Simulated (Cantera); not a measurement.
Feed: 1 mol borazine, 0.26 mol N2, at 20.0 mbar.

Equilibrium computed with Cantera from the NASA thermochemical tables; the gas is ideal and each condensed phase is pure. Candidate condensed phases: B, BN; 15 gas species. The feed counts by its element totals alone. Mutual solubility and eutectic melting of coexisting phases are not modelled. The tables' values for BH2 are old estimates; treat these amounts as uncertain. Kinetics and transport are ignored.

log p: log10 of the partial pressure in bar; n: condensed amount in mol.

| T (°C) | log p H2 | log p N2 | log p H | log p BH2 | log p B | n BN(s) | n B(s) | n B(l) |
|---|---|---|---|---|---|---|---|---|
| 477 | -1.74 | -2.80 | -13.37 | <-13 | <-13 | 3.00 | 0 | 0 |
| 627 | -1.74 | -2.80 | -10.80 | <-13 | <-13 | 3.00 | 0 | 0 |
| 777 | -1.74 | -2.80 | -8.96 | <-13 | <-13 | 3.00 | 0 | 0 |
| 927 | -1.74 | -2.80 | -7.57 | -13.34 | <-13 | 3.00 | 0 | 0 |
| 1077 | -1.74 | -2.80 | -6.49 | -11.19 | <-13 | 3.00 | 0 | 0 |
| 1227 | -1.74 | -2.80 | -5.62 | -9.47 | <-13 | 3.00 | 0 | 0 |
| 1377 | -1.74 | -2.80 | -4.91 | -8.07 | ? | 3.00 | 0 | 0 |
| 1527 | -1.74 | -2.80 | -4.31 | -6.91 | ? | 3.00 | 0 | 0 |
| 1677 | -1.74 | -2.80 | -3.81 | -5.93 | ? | 3.00 | 0 | 0 |
| 1827 | -1.74 | -2.80 | -3.38 | -5.09 | ? | 3.00 | 0 | 0 |
| 1977 | -1.80 | -2.49 | -3.03 | -4.58 | ? | 2.33 | 0.666 | 0 |
| 2127 | -1.95 | -2.15 | -2.77 | -4.48 | ? | 0 | 0 | 2.98 |

**Question.** What belongs in the gaps?

**Answer.** 
- 1377, log p B: -11.89
- 1527, log p B: -9.77
- 1677, log p B: -7.98
- 1827, log p B: -6.44
- 1977, log p B: -5.27
- 2127, log p B: -4.50
